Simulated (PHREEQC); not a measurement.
Make-up at 25 °C: 0.11 mol/kgw CuCl2, 0.00012 mol/kgw HNO3 and 0.035 mol/kgw FeCl3. Closed to the air; pH follows from the charge balance.

All values are PHREEQC results (ion-association model, phreeqc.dat), not measurements.

| quantity | before | after |
|---|---|---|
| pH | 2.21 | 3.96 |
| ionic strength (mol/kgw) | 0.425 | 0.298 |
| Cl- (mol/kgw) | 0.280 | 0.204 |

Q: Name the change that produced these shifts.
A) temperature from 25 to 85 °C
B) CuCl2 replaced by CdCl2 at the same molality
C) diluted 100-fold with water
D) FeCl3 left out
E) temperature from 25 to 80 °C

A: D, FeCl3 left out

Precipitation was switched off in this run. Some of these states are supersaturated (in Hematite (slow to form), Goethite (slow to form), for instance).
